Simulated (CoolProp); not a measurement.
Vapour-liquid equilibrium of acetone (1) + methanol (2) at 34.25 °C; x and y are mole fractions of (1).

Computed with CoolProp (multi-fluid Helmholtz-energy mixture model, Lemmon 2006 and de Reuck 1993; pair parameters Bell 2016).

```tsv
x	bubble pressure (bar)	y at the bubble point	dew pressure at overall composition x (bar)	liquid density (mol/L)
0.05	0.2991	0.137	0.2802	23.38
0.125	0.3335	0.277	0.2963	22.14
0.2	0.3600	0.374	0.3139	21.02
0.275	0.3809	0.448	0.3330	19.99
0.35	0.3978	0.509	0.3533	19.04
0.425	0.4118	0.563	0.3743	18.17
0.5	0.4235	0.613	0.3953	17.37
0.575	0.4333	0.662	0.4147	16.63
0.65	0.4414	0.711	0.4311	15.94
0.725	0.4477	0.762	0.4433	15.31
0.8	0.4521	0.817	0.4510	14.72
0.875	0.4543	0.878	0.4542	14.17
0.95	0.4537	0.947	0.4536	13.65
```

y crosses x between x = 0.875 and 0.95: the model has an azeotrope there.

Pair parameters are fitted to limited data, so mixtures are less certain than the pure fluids.
